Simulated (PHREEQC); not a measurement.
Solution (20 °C): 71 mmol/kgw CaCl2. Closed to the air; pH follows from the charge balance.

The numbers come from PHREEQC with the ion-association model, wateq4f.dat.

```csv
quantity,before,after
pH,6.97,6.85
ionic strength (mol/kgw),0.213,0.213
CaOH+ (mol/kgw),4.60e-8,3.44e-8
SI of Portlandite (Ca(OH)2),-10.90,-10.39
```

What was changed between the two runs?
A) CaCl2 from 0.071 to 0.142 mol/kgw
B) CaCl2 from 0.071 to 0.0142 mol/kgw
C) CaCl2 from 0.071 to 0.355 mol/kgw
D) temperature from 20 to 30 °C
E) 0.13 mol/kgw SrBr2 added

D, temperature from 20 to 30 °C

Precipitation was switched off in this run.
